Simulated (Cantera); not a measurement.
Mixture: CH₄ : CO : O₂ : N₂ = 1 : 0.16 : 1.73 : 11.1 (molar parts), equivalence ratio 1.2, at 5.00 bar, adiabatic and at constant pressure. Ignition delay is the time to a rise of 400 K.

Model: GRI-Mech 3.0 (53 species, 325 reactions), integrated in Cantera.

Question: What does this change do: pressure from 5.00 bar to 14.0 bar?

Answer: 
```json
[
 {"quantity": "delay at 1225 K", "before": "15.7 ms", "after": "5.33 ms"},
 {"quantity": "delay at 1275 K", "before": "8.27 ms", "after": "2.93 ms"},
 {"quantity": "delay at 1325 K", "before": "4.49 ms", "after": "1.66 ms"},
 {"quantity": "delay at 1375 K", "before": "2.49 ms", "after": "0.963 ms"},
 {"quantity": "delay at 1425 K", "before": "1.41 ms", "after": "0.571 ms"},
 {"quantity": "delay at 1475 K", "before": "0.817 ms", "after": "0.344 ms"},
 {"quantity": "apparent activation energy between 1375 and 1475 K", "before": "190 kJ/mol", "after": "170 kJ/mol"}
]
```
The pressure lies above the range GRI-Mech 3.0 was tuned for (to about 10 atm).

Question: What does this change do: CO 0.16 to 0.078 parts?

Answer: 
```tsv
quantity	before	after
delay at 1225 K	15.7 ms	14.4 ms
delay at 1275 K	8.27 ms	7.71 ms
delay at 1325 K	4.49 ms	4.24 ms
delay at 1375 K	2.49 ms	2.38 ms
delay at 1425 K	1.41 ms	1.36 ms
delay at 1475 K	0.817 ms	0.795 ms
apparent activation energy between 1375 and 1475 K	190 kJ/mol	180 kJ/mol
```
